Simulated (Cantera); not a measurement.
Feed: 1 mol SiH4, a varied amount of CO2, 0.48 mol H2, held at 1327 °C and 1.00 bar.

Equilibrium computed with Cantera from the NASA thermochemical tables; the gas is ideal and each condensed phase is pure. Candidate condensed phases: C, C6H6, C7H8, C8H18, H2O, Si, SiC, SiO2; 123 gas species. The tables hold silica as quartz up to 1696 K and as liquid above; real silica turns to tridymite and cristobalite and melts near 1996 K. Gases not in the tables: Si(OH)4. Rates play no part.

x: gas mole fraction; n: condensed amount in mol.

```json
[
 {"n(CO2) (mol)": "2.5", "x CO2": "0.0272", "x CO": "0.475", "x H2": "0.425", "x H2O": "0.0732", "x H": "3.54e-5", "x OH": "2.39e-7", "x CH4": "(withheld)", "n SiO2(β-quartz)": "1.000"},
 {"n(CO2) (mol)": "4.6", "x CO2": "0.180", "x CO": "0.470", "x H2": "0.163", "x H2O": "0.187", "x H": "2.19e-5", "x OH": "9.88e-7", "x CH4": "(withheld)", "n SiO2(β-quartz)": "1.00"},
 {"n(CO2) (mol)": "6.8", "x CO2": "0.328", "x CO": "0.405", "x H2": "0.0778", "x H2O": "0.189", "x H": "1.52e-5", "x OH": "1.45e-6", "x CH4": "(withheld)", "n SiO2(β-quartz)": "1.00"},
 {"n(CO2) (mol)": "9", "x CO2": "0.439", "x CO": "0.345", "x H2": "0.0449", "x H2O": "0.171", "x H": "1.15e-5", "x OH": "1.72e-6", "x CH4": "(withheld)", "n SiO2(β-quartz)": "1.00"},
 {"n(CO2) (mol)": "11", "x CO2": "0.514", "x CO": "0.302", "x H2": "0.0301", "x H2O": "0.154", "x H": "9.43e-6", "x OH": "1.89e-6", "x CH4": "(withheld)", "n SiO2(β-quartz)": "1.00"},
 {"n(CO2) (mol)": "13", "x CO2": "0.572", "x CO": "0.268", "x H2": "0.0216", "x H2O": "0.139", "x H": "7.99e-6", "x OH": "2.01e-6", "x CH4": "(withheld)", "n SiO2(β-quartz)": "1.00"},
 {"n(CO2) (mol)": "15", "x CO2": "0.618", "x CO": "0.240", "x H2": "0.0162", "x H2O": "0.126", "x H": "6.93e-6", "x OH": "2.10e-6", "x CH4": "(withheld)", "n SiO2(β-quartz)": "1.00"}
]
```

Task: Fill in the missing entries.

Result: 
- 2.5, x CH4: 7.10e-7
- 4.6, x CH4: 1.55e-8
- 6.8, x CH4: 1.44e-9
- 9, x CH4: 2.60e-10
- 11, x CH4: 7.65e-11
- 13, x CH4: 2.78e-11
- 15, x CH4: 1.17e-11
